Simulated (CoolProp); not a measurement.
A simple Rankine cycle with n-heptane: condensing at 322.15 K, boiler at 0.804 MPa, turbine inlet 466.9 K, turbine efficiency 0.6, pump efficiency 0.8, no recuperator. Each further row changes one setting.

Computed with CoolProp (reference Helmholtz-energy equation of state, Span 2003). It is a short technical equation, of lower accuracy than the large ones.

```
case                             thermal efficiency (%)  net work (kJ/kg)  heat in (kJ/kg)  turbine exit temperature (K)  volume ratio over the turbine
-------------------------------  ----------------------  ----------------  ---------------  ----------------------------  -----------------------------
as stated                                          12.0              74.7              620                             ?                           50.5
turbine inlet 486.9 K                              11.8                 ?              673                         442.2                           48.6
condensing temperature 314.15 K                       ?              81.3              639                         417.5                           70.6
boiler pressure 0.563 MPa                             ?              70.2              632                         427.8                           32.9
turbine efficiency 0.5                             10.0                 ?              620                         426.4                           51.2
```

Q: Fill in the missing entries.

A: 
- as stated, turbine exit temperature (K): 420.7
- turbine inlet 486.9 K, net work (kJ/kg): 79.3
- condensing temperature 314.15 K, thermal efficiency (%): 12.7
- boiler pressure 0.563 MPa, thermal efficiency (%): 11.1
- turbine efficiency 0.5, net work (kJ/kg): 62.0
